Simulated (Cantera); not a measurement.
An isothermal plug-flow reactor at 1048 K and 3.20 bar (inlet), inlet velocity 1.7 m/s, active area per volume 8300 1/m; feed CH4 : O2 : N2 = 0.0021 : 0.12 : 0.79 (molar parts), equivalence ratio 0.035.

Detailed kinetics in Cantera: Deutschmann's 1995 Pt surface mechanism with GRI-Mech 3.0 gas chemistry. Catalytic surfaces can have several steady states; this one follows from the mechanism file's or the stated starting coverage. Mass transfer to the wall is taken as infinitely fast.

Question: What does this change do: O2 0.12 to 0.075 parts?

Answer: 
```
quantity                  before     after
----------------------  --------  --------
x(CH4) at z = 0.0034 m  0.000951  0.000765
x(O2) at z = 0.0034 m      0.129    0.0832
x(H2O) at z = 0.0034 m   0.00270   0.00331
x(CO2) at z = 0.0034 m   0.00135   0.00165
x(CO) at z = 0.0034 m    5.03e-7   4.30e-7
θ(free Pt) at the exit     0.174     0.196
θ(O*) at the exit          0.824     0.802
θ(OH*) at the exit       0.00135   0.00157
```

Question: What does this change do: N2 0.79 to 1.4 parts?

Answer: 
```json
[
 {"quantity": "x(CH4) at z = 0.0034 m", "before": "0.000951", "after": "0.000411"},
 {"quantity": "x(O2) at z = 0.0034 m", "before": "0.129", "after": "0.0769"},
 {"quantity": "x(H2O) at z = 0.0034 m", "before": "0.00270", "after": "0.00193"},
 {"quantity": "x(CO2) at z = 0.0034 m", "before": "0.00135", "after": "0.000967"},
 {"quantity": "x(CO) at z = 0.0034 m", "before": "5.03e-7", "after": "2.34e-7"},
 {"quantity": "θ(free Pt) at the exit", "before": "0.174", "after": "0.200"},
 {"quantity": "θ(O*) at the exit", "before": "0.824", "after": "0.799"},
 {"quantity": "θ(OH*) at the exit", "before": "0.00135", "after": "0.00121"}
]
```
